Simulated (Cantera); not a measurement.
An isothermal, constant-pressure homogeneous reactor starts with NH3 : N2 = 1 : 8.9 (molar parts), at 1800 K and 2670 Pa.

Computed with Cantera and the gas-phase N/H chemistry of the illustrative SiF4/NH3 mechanism in the Surface Chemkin manual (1991). Walls and surfaces, which speed up NH3 decomposition in real reactors, are not modelled.

Question: Predict: x(NH3) at 4.00 s; x(H2) at 4.00 s; x(NH2) at 4.00 s; x(N2) at 4.00 s; x(N) at 4.00 s.

Answer: 
| Item | Value |
|---|---|
| x(NH3) at 4.00 s | 0.0441 (gas-phase equilibrium 3.64e-8) |
| x(H2) at 4.00 s | 0.0774 (gas-phase equilibrium 0.137) |
| x(NH2) at 4.00 s | 9.07e-5 (gas-phase equilibrium 5.80e-10) |
| x(N2) at 4.00 s | 0.878 (gas-phase equilibrium 0.862) |
| x(N) at 4.00 s | 4.08e-7 (gas-phase equilibrium 2.07e-10) |
